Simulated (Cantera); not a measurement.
Feed: 1 mol HMDSO, 0.23 mol NO, 0.13 mol H₂, a varied amount of H₂O, at 1100 °C and 130 Pa.

Cantera equilibrium calculation (NASA polynomials, part measured and part estimated; ideal gas, pure solids and liquids). Candidate condensed phases: C, C₆H₆, C₇H₈, C₈H₁₈, H₂O, Si, SiC, SiO₂, Si₂N₂O, Si₃N₄; 151 gas species. The feed counts by its element totals alone. Mutual solubility and eutectic melting of coexisting phases are not modelled. The tables hold silica as quartz up to 1696 K and as liquid above; real silica turns to tridymite and cristobalite and melts near 1996 K. Equilibrium is a limit: real reactors are often held back by kinetics, nucleation or transport.

Question: Which condensed phases are stable at each of these points (n(H₂O) (mol)): 1.7, 2.6, 3.6, 4.5, 5.5, 6.4, 7.4, 8.3, 9.3, 10, 11?

Answer: 
```
n(H₂O) (mol)                     condensed phases  Si condensed (%)
------------  -----------------------------------  ----------------
1.7                          C(graphite) + SiC(s)              99.8
2.6                          C(graphite) + SiC(s)              99.8
3.6           SiC(s) + SiO₂(β-quartz) + Si₂N₂O(s)              96.5
4.5           SiC(s) + SiO₂(β-quartz) + Si₂N₂O(s)              96.3
5.5           SiC(s) + SiO₂(β-quartz) + Si₂N₂O(s)              96.0
6.4           SiC(s) + SiO₂(β-quartz) + Si₂N₂O(s)              95.8
7.4           SiC(s) + SiO₂(β-quartz) + Si₂N₂O(s)              95.5
8.3           SiC(s) + SiO₂(β-quartz) + Si₂N₂O(s)              95.3
9.3                                SiO₂(β-quartz)             100.0
10                                 SiO₂(β-quartz)             100.0
11                                 SiO₂(β-quartz)             100.0
```

From 1.7 mol H₂O to 2.6 mol H₂O the condensed part is C(graphite) + SiC(s). From 3.6 mol H₂O to 8.3 mol H₂O the condensed part is SiC(s) + SiO₂(β-quartz) + Si₂N₂O(s). From 9.3 mol H₂O to 11 mol H₂O the condensed part is SiO₂(β-quartz).
